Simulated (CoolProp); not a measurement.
Vapour-liquid equilibrium of R152A (1) + R113 (2) at 0.412 MPa; x and y are mole fractions of (1).

Model: multi-fluid Helmholtz-energy mixture model, Outcalt 1996 and Marx 1992; pair parameters Bell 2016, in CoolProp.

```tsv
x	bubble temperature, mixture model (K)	bubble temperature, Raoult's law (K)	y, mixture model	y, Raoult's law
0.05	352.8	357.7	0.363	0.312
0.2	320.4	332.4	0.775	0.715
0.35	306.3	317.1	0.877	0.858
0.5	299.2	306.7	0.918	0.925
0.65	294.8	298.9	0.941	0.961
0.8	291.2	292.7	0.962	0.983
0.95	287.5	287.7	0.989	0.996
```

The largest gap from Raoult's law is -12.0 K in bubble temperature, at x = 0.2. No azeotrope shows between x = 0.05 and 0.95.

The pair parameters rest on a limited set of measurements; away from them the model extrapolates.
